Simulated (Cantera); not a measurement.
Charge: 1 mol NH₃, 4.8 mol H₂O, 0.22 mol O₂, equilibrated at 2223.15 K and 750 Pa.

These are equilibrium values from Cantera (NASA tables, ideal gas, pure condensed phases), not measurements of a reactor. Candidate condensed phases: H₂O; 24 gas species. Kinetics and transport are ignored.

Base state: H₂O 0.714, H₂ 0.158, N₂ 0.0709, H 0.0295, OH 0.0192, O₂ 0.00471, O 0.00248, NO 0.000597 (mole fractions); condensed: gas only.

Problem. What changes in the equilibrium state with this change: NH₃ replaced by HBr?

Solution. 
```tsv
species	before	after
H₂O	0.714	0.702
Br	0	0.125
H₂	0.158	0.0636
N₂	0.0709	0
HBr	0	0.0269
O₂	0.00471	0.0282
H	0.0295	0.0187
OH	0.0192	0.0298
NO	0.000597	0
O	0.00248	0.00606
```
Further candidate phases: Br₂.
